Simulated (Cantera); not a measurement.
An adiabatic, constant-pressure homogeneous reactor starts with 15.6 % H2, 17.8 % O2, 66.6 % N2, equivalence ratio 0.44, at 1300 K and 0.770 atm.

Detailed kinetics in Cantera: GRI-Mech 3.0 (53 species, 325 reactions).

Problem. Predict: time of steepest temperature rise; temperature at 0.200 s; equilibrium temperature; x(H2) at 0.200 s; x(O2) at 0.200 s; x(H2O) at 0.200 s; x(NO2) at 0.200 s; x(N2O) at 0.200 s; x(NO) at 0.200 s.

Solution. 
```json
{
 "time_of_steepest_temperature_rise": "38.6 µs",
 "temperature at 0.200 s": "2318 K",
 "equilibrium_temperature": "2317 K",
 "x(H2) at 0.200 s": "0.00134 (gas-phase equilibrium 0.00134)",
 "x(O2) at 0.200 s": "0.100 (gas-phase equilibrium 0.100)",
 "x(H2O) at 0.200 s": "0.163 (gas-phase equilibrium 0.163)",
 "x(NO2) at 0.200 s": "6.77e-6 (gas-phase equilibrium 7.13e-6)",
 "x(N2O) at 0.200 s": "4.96e-7 (gas-phase equilibrium 5.00e-7)",
 "x(NO) at 0.200 s": "0.0102 (gas-phase equilibrium 0.0107)"
}
```
